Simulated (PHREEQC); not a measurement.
A solution holds 67 mmol/kgw NiSO4, 0.062 mmol/kgw NaCl and 1.3 mmol/kgw HCl, at 25 °C. Closed to the air; pH follows from the charge balance.

Equilibrium calculation in PHREEQC: ion-association model, wateq4f.dat.

```
quantity                   before    after
------------------------  -------  -------
pH                           3.33     2.90
ionic strength (mol/kgw)    0.153  0.00136
Na+ (mol/kgw)             5.85e-5  6.20e-5
SI of Halite (NaCl)         -8.95    -8.69
```

Question: Name the change that produced these shifts.
(A) HCl from 0.0013 to 0.013 mol/kgw
(B) temperature from 25 to 60 °C
(C) NaCl from 6.2e-05 to 3.1e-05 mol/kgw
(D) HCl left out
(E) NiSO4 left out

Answer: E, NiSO4 left out

No solid was allowed to form.
